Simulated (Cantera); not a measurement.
Input: 1 mol SiF4, 0.99 mol O3, 19 mol N2, at 1325 K and 0.00400 bar.

Cantera equilibrium calculation (NASA polynomials, part measured and part estimated; ideal gas, pure solids and liquids). Candidate condensed phases: Si, SiO2, Si2N2O, Si3N4; 28 gas species. The numbers say what is thermodynamically allowed, not how fast it happens.

### Question
What is the equilibrium state?

### Answer
```json
{
 "x(N2)": "0.884",
 "x(O2)": "0.0690",
 "x(SiF4)": "0.0465",
 "x(NO)": "0.000282",
 "x(O)": "1.14e-6",
 "gas_amount": "21.48 mol",
 "log10 activity of Si(s) (absent)": "-23.00"
}
```
